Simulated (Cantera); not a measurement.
Feed: 1 mol C₂H₅OH, 0.76 mol H₂, at 2650 K and 1.10 mbar.

These are equilibrium values from Cantera (NASA tables, ideal gas, pure condensed phases), not measurements of a reactor. Candidate condensed phases: C, C₆H₆, C₇H₈, C₈H₁₈, H₂O; 110 gas species. Rates play no part.

Base state: H 0.642, H₂ 0.206, CO 0.141, C₃ 0.00407, C₂H₂ (acetylene) 0.00405, C₂H 0.00122, C 0.00106, C₂ 0.000386 (mole fractions); condensed: C(graphite).

### Question
What changes in the equilibrium state with this change: temperature from 2650 K to 2525 K?

### Answer
```tsv
species	before	after
H	0.642	0.494
H₂	0.206	0.342
CO	0.141	0.158
C₅	2.24e-5	2.20e-6
C₂	0.000386	6.15e-5
C₃	0.00407	0.000664
C(graphite), mol	0.824	0.927
```

### Question
What changes in the equilibrium state with this change: temperature from 2650 K to 1925 K?

### Answer
| species | before | after |
|---|---|---|
| H₂ | 0.206 | 0.767 |
| CO | 0.141 | 0.207 |
| H | 0.642 | 0.0252 |
| C₃ | 0.00407 | 3.69e-9 |
| C₂ | 0.000386 | <1e-9 |
| C(graphite), mol | 0.824 | 0.997 |
